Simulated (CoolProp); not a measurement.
Vapour-liquid equilibrium of propylene (1) + dimethyl ether (2) at 0.0964 MPa; x and y are mole fractions of (1).

The numbers come from the multi-fluid Helmholtz-energy mixture model, Lemmon 2013 and Wu 2011; pair parameters Bell 2016 in CoolProp.

```csv
x,"bubble temperature, mixture model (K)","bubble temperature, Raoult's law (K)","y, mixture model","y, Raoult's law"
0.05,244.8,245.5,0.142,0.120
0.2,239.1,240.8,0.438,0.401
0.35,234.8,236.8,0.618,0.598
0.5,231.6,233.3,0.739,0.740
0.65,229.0,230.3,0.830,0.844
0.8,226.9,227.6,0.905,0.923
0.95,225.0,225.2,0.976,0.983
```

The largest gap from Raoult's law is -2.0 K in bubble temperature, at x = 0.35. No azeotrope shows between x = 0.05 and 0.95.

Pair parameters are fitted to limited data, so mixtures are less certain than the pure fluids.
